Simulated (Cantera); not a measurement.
A perfectly stirred reactor is fed with 24.4 % CO, 2.37 % H2, 15.9 % O2, 57.3 % N2, equivalence ratio 0.84, at 2.27 atm; it is adiabatic with a 350 K inlet, and is followed from long to short residence time, starting on the burning branch (τ in s: 0.025, 0.012, 0.0063, 0.0031, 0.0016, 0.00079, 0.00039, 0.0002, 9.9e-05, 4.9e-05, 2.5e-05).

Computed with Cantera and GRI-Mech 3.0 (53 species, 325 reactions). The hydrogen kinetics of GRI-Mech 3.0 are dated; newer H2 mechanisms differ, most at raised pressure.

Problem. Predict: blow-out, bracketed by the residence times tried; x(CO) at τ = 25.0 ms; x(H2) at τ = 25.0 ms; x(O2) at τ = 25.0 ms; x(CO2) at τ = 25.0 ms; x(HO2) at τ = 25.0 ms; x(CO) at τ = 0.790 ms; x(H2) at τ = 0.790 ms; x(O2) at τ = 0.790 ms; x(CO2) at τ = 0.790 ms; x(HO2) at τ = 0.790 ms.

Solution. 
```
Item                                                                          Result
------------------------------------------------  ----------------------------------
blow-out, bracketed by the residence times tried  burning at 99.0 µs, out at 49.0 µs
x(CO) at τ = 25.0 ms                                                          0.0220
x(H2) at τ = 25.0 ms                                                        0.000375
x(O2) at τ = 25.0 ms                                                          0.0374
x(CO2) at τ = 25.0 ms                                                          0.256
x(HO2) at τ = 25.0 ms                                                        1.74e-6
x(CO) at τ = 0.790 ms                                                         0.0605
x(H2) at τ = 0.790 ms                                                        0.00120
x(O2) at τ = 0.790 ms                                                         0.0552
x(CO2) at τ = 0.790 ms                                                         0.211
x(HO2) at τ = 0.790 ms                                                       9.40e-6
```
